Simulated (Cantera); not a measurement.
Cantera run:

```python
import numpy as np
import cantera as ct

gas_names = """
    O O3
""".split()
cond_names = """
    Ti4O7(s) Ti4O7(L) Ti(a) Ti(b) Ti(L) Ti2O3(a) Ti2O3(b) Ti2O3(L)
""".split()


# ... load() reads the species with a 1 bar reference pressure and builds the phases ...
species = {s.name: s for s in load("nasa_gas.yaml", gas_names) + load("nasa_condensed.yaml", cond_names)}
# Each term lists the table entries of one substance; the one whose range holds T is used.
reactions = {
    'Ti4O7 = 7 O(g) + 4 Ti':
        [(-1, ['Ti4O7(s)', 'Ti4O7(L)']), (7, ['O']), (4, ['Ti(a)', 'Ti(b)', 'Ti(L)'])],
    '3 Ti4O7 = O3(g) + 6 Ti2O3':
        [(-3, ['Ti4O7(s)', 'Ti4O7(L)']), (1, ['O3']), (6, ['Ti2O3(a)', 'Ti2O3(b)', 'Ti2O3(L)'])],
    '7 Ti2O3 = 2 Ti + 3 Ti4O7':
        [(-7, ['Ti2O3(a)', 'Ti2O3(b)', 'Ti2O3(L)']), (2, ['Ti(a)', 'Ti(b)', 'Ti(L)']), (3, ['Ti4O7(s)', 'Ti4O7(L)'])],
}


def pick(names, T):
    return next(species[n] for n in names if species[n].thermo.min_temp <= T <= species[n].thermo.max_temp)


results = []
for label, terms in reactions.items():
    print(label)
    print("     T/K   dH/kJ  dS/(J/K)   dG/kJ   log10 K")
    for T in [300, 2423, 2523, 2623, 2723, 2823, 2923]:
        used = [(nu, pick(names, T)) for nu, names in terms]
        dH = sum(nu * s.thermo.h(T) for nu, s in used) / 1e6
        dS = sum(nu * s.thermo.s(T) for nu, s in used) / 1e3
        dG = dH - T * dS / 1e3
        logK = -dG * 1e6 / (ct.gas_constant * T * np.log(10))
        results.append((label, T, dH, dS, dG, logK, [s.name for _, s in used]))
        print(f"{T:8g} {dH:8.1f} {dS:8.1f} {dG:8.1f} {logK:8.2f}")
```

Output:

```
Ti4O7 = 7 O(g) + 4 Ti
     T/K   dH/kJ  dS/(J/K)   dG/kJ   log10 K
     300   5148.9   1051.8   4833.3  -841.54
    2423   4954.7    957.5   2634.6   -56.80
    2523   4951.2    956.1   2539.0   -52.56
    2623   4947.7    954.7   2443.4   -48.66
    2723   4944.2    953.4   2348.0   -45.04
    2823   4940.8    952.2   2252.7   -41.68
    2923   4937.3    951.0   2157.6   -38.56
3 Ti4O7 = O3(g) + 6 Ti2O3
     T/K   dH/kJ  dS/(J/K)   dG/kJ   log10 K
     300   1230.6    107.9   1198.2  -208.63
    2423   1212.7    129.4    899.2   -19.38
    2523   1204.3    126.0    886.4   -18.35
    2623   1196.2    122.8    874.0   -17.40
    2723   1188.3    119.9    861.8   -16.53
    2823   1180.5    117.1    850.0   -15.73
    2923   1173.0    114.5    838.4   -14.98
7 Ti2O3 = 2 Ti + 3 Ti4O7
     T/K   dH/kJ  dS/(J/K)   dG/kJ   log10 K
     300    432.0    115.0    397.5   -69.21
    2423    347.3     21.0    296.5    -6.39
    2523    357.3     25.0    294.2    -6.09
    2623    367.3     28.9    291.5    -5.80
    2723    377.3     32.6    288.4    -5.53
    2823    387.3     36.2    285.0    -5.27
    2923    397.3     39.7    281.2    -5.02
```

Standard-state values (1 bar) from the NASA 1993 polynomials, evaluated with Cantera. Condensed species are held in their standard states even where they would react or evaporate.
